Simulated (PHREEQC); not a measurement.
Consider water at 25 °C with 0.05 mmol/kgw HF, 0.00034 mmol/kgw NaF and 0.0032 mmol/kgw H2SO4. Closed to the air; pH follows from the charge balance.

Equilibrium calculation in PHREEQC: ion-association model, phreeqc.dat.

Precipitation was switched off in this run.

What pH does the model give?

pH 4.28.

In which forms is F present?

F- 93 %, HF 7.2 % of the F.

Species that the database lacks are ignored.
